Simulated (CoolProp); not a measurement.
Aqueous magnesium chloride as a coolant, 25 % by mass, freezing at -50.2 °C, 1 atm.

Values from CoolProp's Melinder's fits for secondary coolants.

| T (°C) | cp (kJ/(kg K)) | viscosity (mPa s) | Prandtl number | conductivity (W/(m K)) |
|---|---|---|---|---|
| -37 | 2.779 | 268 | 1800 | 0.413 |
| -27.7 | 2.791 | 150 | 966 | 0.433 |
| -18.3 | 2.807 | 83.5 | 518 | 0.452 |
| -9 | 2.824 | 47.7 | 286 | 0.472 |
| 0.3 | 2.842 | 28.3 | 164 | 0.490 |
| 9.7 | 2.859 | 17.6 | 98.9 | 0.509 |
| 19 | 2.874 | 11.8 | 64.4 | 0.527 |
| 28.3 | 2.884 | 8.63 | 45.7 | 0.544 |
| 37.7 | 2.889 | 6.98 | 36.0 | 0.561 |
